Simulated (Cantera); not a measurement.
Charge: 1 mol CuO, 8.9 mol H2, 0.37 mol N2, held at 0.00110 bar.

Equilibrium computed with Cantera from the NASA thermochemical tables; the gas is ideal and each condensed phase is pure. Candidate condensed phases: Cu, CuO, Cu(OH)2, Cu2O, H2O; 27 gas species. The numbers say what is thermodynamically allowed, not how fast it happens.

### Question
What share of the Cu ends up in condensed phases as a function of T (K), at 1500, 1550, 1600, 1650, 1700, 1750, 1800?

### Answer
```
T (K)  Cu condensed (%)     as
-----  ----------------  -----
1500               93.0  Cu(l)
1550               84.1  Cu(l)
1600               65.2  Cu(l)
1650               25.9  Cu(l)
1700                0.0      -
1750                0.0      -
1800                0.0      -
```
